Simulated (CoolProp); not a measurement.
Vapour-liquid equilibrium of dimethyl ether (1) + n-perfluorobutane (2) at 1240 kPa; x and y are mole fractions of (1).

Computed with CoolProp (multi-fluid Helmholtz-energy mixture model, Wu 2011 and Gao 2022; pair parameters Bell 2016).

```csv
x,bubble temperature (°C),y at the bubble point,dew temperature at overall composition x (°C),liquid density (mol/L)
0.05,76.8,0.132,80.8,5.340
0.125,67.8,0.309,77.2,5.765
0.2,60.5,0.444,73.4,6.175
0.275,55.2,0.537,69.6,6.569
0.35,51.6,0.598,65.7,6.961
0.425,49.3,0.640,61.6,7.370
0.5,47.9,0.669,57.3,7.819
0.575,47.1,0.692,52.9,8.332
0.65,46.7,0.711,48.8,8.931
0.725,46.5,0.732,46.5,9.640
0.8,46.6,0.760,47.3,10.47
0.875,47.5,0.806,49.3,11.44
0.95,49.9,0.895,51.7,12.52
```

y crosses x between x = 0.725 and 0.8: the model has an azeotrope there.

The pair parameters rest on a limited set of measurements; away from them the model extrapolates. With so large a gap from Raoult's law the liquid may split in two, which this calculation doesn't test in full.
